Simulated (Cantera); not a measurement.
Mixture: CO : H2 : CH4 : O2 : N2 : CO2 = 1 : 1.4 : 0.22 : 0.745 : 3.5 : 0.48 (molar parts), equivalence ratio 2.2, at 5.00 bar, adiabatic and at constant pressure. Ignition delay is the time to a rise of 400 K.

Cantera simulation using GRI-Mech 3.0 (53 species, 325 reactions); the numbers are that mechanism's predictions, not measurements.

Question: What does this change do: CH4 0.22 to 0.11 parts?

Answer: 
```json
[
 {"quantity": "delay at 1150 K", "before": "0.160 ms", "after": "93.7 µs"},
 {"quantity": "delay at 1250 K", "before": "51.5 µs", "after": "24.7 µs"},
 {"quantity": "delay at 1350 K", "before": "23.7 µs", "after": "11.7 µs"},
 {"quantity": "delay at 1450 K", "before": "12.9 µs", "after": "7.03 µs"},
 {"quantity": "delay at 1550 K", "before": "7.91 µs", "after": "4.77 µs"},
 {"quantity": "delay at 1650 K", "before": "5.31 µs", "after": "3.50 µs"},
 {"quantity": "apparent activation energy between 1450 and 1650 K", "before": "88 kJ/mol", "after": "69 kJ/mol"}
]
```
